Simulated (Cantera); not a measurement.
Charge: 1 mol SiCl₄, 21 mol NO, 47 mol H₂, equilibrated at 1127 °C and 0.0450 bar.

Cantera equilibrium calculation (NASA polynomials, part measured and part estimated; ideal gas, pure solids and liquids). Candidate condensed phases: H₂O, NH₄Cl, Si, SiO₂, Si₂N₂O, Si₃N₄; 47 gas species. The tables hold silica as quartz up to 1696 K and as liquid above; real silica turns to tridymite and cristobalite and melts near 1996 K. Gases not in the tables: Si(OH)₄. Rates play no part.

Base state: H₂ 0.437, H₂O 0.319, N₂ 0.176, HCl 0.0672, H 1.52e-5 (mole fractions); condensed: SiO₂(β-quartz).

### Question
What changes in the equilibrium state with this change: H₂ from 47 to 0.28 mol?

### Answer
```csv
species,before,after
N₂,0.176,0.463
O₂,<1e-9,0.419
Cl₂,<1e-9,0.0596
H₂,0.437,<1e-9
H₂O,0.319,6.13e-5
Cl,1.92e-6,0.0327
HCl,0.0672,0.0246
NO,1.16e-9,0.000785
ClO,<1e-9,0.000127
H,1.52e-5,<1e-9
"SiO₂(β-quartz), mol",1.00,1.00
```
